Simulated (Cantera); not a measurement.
**Sublimation and decomposition of ceramics: Si3N4 + Si + N2**

Feed: 1 mol Si3N4, 0.0019 mol Si, 2.2 mol N2, held at 1 atm.

Method: chemical equilibrium by Gibbs-energy minimisation in Cantera with the NASA 1993 tables (ideal gas, pure condensed phases). Candidate condensed phases: Si, Si3N4; 13 gas species. Ions and electrons are included (thermal ionisation). The tables' values for SiN are old estimates; treat these amounts as uncertain. Equilibrium is a limit: real reactors are often held back by kinetics, nucleation or transport.

From 2500 K to 3250 K the condensed part is Si(l). From 3500 K to 5000 K nothing is condensed. The main Si-bearing gas is Si throughout.

```
T (K)   x N2     x Si       x N     x Si2     x SiN  n Si(l)
-----  -----  -------  --------  --------  --------  -------
2500   0.994  0.00469   2.90e-7  0.000125  0.000474     2.98
2750   0.970   0.0256   2.35e-6  0.000952   0.00182     2.86
3000   0.880    0.105   1.30e-5   0.00511   0.00535     2.39
3250   0.613    0.345   4.80e-5    0.0210    0.0116    0.165
3500   0.589    0.386  0.000169    0.0115    0.0104        0
3750   0.585    0.399  0.000510   0.00593   0.00901        0
4000   0.582    0.405   0.00135   0.00324   0.00786        0
4250   0.580    0.407   0.00317   0.00187   0.00692        0
4500   0.577    0.408   0.00679   0.00114   0.00616        0
4750   0.571    0.407    0.0134  0.000724   0.00553        0
5000   0.562    0.405    0.0247  0.000477   0.00497        0
```
x: gas mole fraction; n: condensed amount in mol.
